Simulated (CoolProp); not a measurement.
Hexamethyldisiloxane (MM) along the isotherm 346.85 °C: Z from the reference equation and from simpler models built on Tc = 245.6 °C, pc = 19.31 bar, ω = 0.418; each cubic takes its own stable root.

Model: reference Helmholtz-energy equation of state, Thol 2016, in CoolProp.

```
p (bar)          phase  reference
-------  -------------  ---------
3.02               gas     0.9707
6.03               gas     0.9410
9.05               gas     0.9111
12.1               gas     0.8809
15.1               gas     0.8516
18.1               gas     0.8229
21.1     supercritical     0.7949
24.1     supercritical     0.7678
27.2     supercritical     0.7408
30.2     supercritical     0.7158
33.2     supercritical     0.6919
36.2     supercritical     0.6696
39.2     supercritical     0.6492
42.2     supercritical     0.6313
45.3     supercritical     0.6163
48.3     supercritical     0.6056
```

Task: How far does each simpler model (van der Waals, Redlich-Kwong, Soave-Redlich-Kwong, Peng-Robinson) lie from the reference over these 16 states: mean and median of the absolute difference, and the worst?

Result: 
- van der Waals: mean 8.5 %, median 8.0 %, worst -18.4 % at 346.85 °C and 36.2 bar
- Redlich-Kwong: mean 6.1 %, median 6.6 %, worst -11.5 % at 346.85 °C and 39.2 bar
- Soave-Redlich-Kwong: mean 3.6 %, median 2.8 %, worst +9.6 % at 346.85 °C and 48.3 bar
- Peng-Robinson: mean 1.0 %, median 1.0 %, worst +2.9 % at 346.85 °C and 48.3 bar
